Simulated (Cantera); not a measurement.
**Thermodynamics of carbon deposition, reforming and gasification, feed C2H4 + NH3 + H2**

Input: 1 mol C2H4, 0.08 mol NH3, 1.2 mol H2, equilibrated at 2323.15 K and 15.0 mbar.

Method: chemical equilibrium by Gibbs-energy minimisation in Cantera with the NASA 1993 tables (ideal gas, pure condensed phases). Candidate condensed phases: C, C6H6, C7H8, C8H18; 92 gas species. Kinetics and transport are ignored.

x(H2): 0.898
x(H): 0.0843
x(N2): 0.00921
x(C2H2 (acetylene)): 0.00435
x(HCN): 0.00400
x(HNC): 0.000376
x(C2H): 1.96e-5
x(CN): 1.66e-5
x(C4H2): 8.64e-6
n(C(graphite)): 1.95 mol
gas amount: 3.508 mol
